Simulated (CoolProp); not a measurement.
Vapour-liquid equilibrium of R1234yf (1) + R1234ze(E) (2) at 187.9 K; x and y are mole fractions of (1).

Computed with CoolProp (multi-fluid Helmholtz-energy mixture model, Lemmon 2022 and Thol 2016; pair parameters Bell 2022).

Q: Give the bubble pressure and the first vapour's composition at x = 0.125, 0.425, 0.875. Is there an azeotrope?

A: x = 0.125: 0.001872 MPa, y = 0.258; x = 0.425: 0.002484 MPa, y = 0.625; x = 0.875: 0.003352 MPa, y = 0.938. No azeotrope shows between x = 0.05 and 0.95.

Pair parameters are fitted to limited data, so mixtures are less certain than the pure fluids.
